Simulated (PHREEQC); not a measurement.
Acid rinse or clean: speciation

Make-up at 25 °C: 7.1 mmol/kgw HBr, 40 mmol/kgw AlCl3 and 83 mmol/kgw MgCl2. Closed to the air; pH follows from the charge balance.

Computed with PHREEQC (ion-association model, wateq4f.dat).

- pH: 2.26
- ionic strength: 0.496 mol/kgw
- activity of water: 0.993
- total alkalinity: -7.10 meq/kg

```tsv
species	molality	activity	log γ
Cl-	0.286	0.184	-0.191
Mg+2	0.0830	0.0243	-0.533
Al+3	0.0400	0.00357	-1.049
H+	0.00713	0.00545	-0.117
Br-	0.00710	0.00521	-0.135
AlOH+2	2.81e-5	6.46e-6	-0.639
Al(OH)2+	1.33e-8	9.23e-9	-0.160
```

This is a speciation only: nothing precipitates in the calculation. Species that the database lacks are ignored.
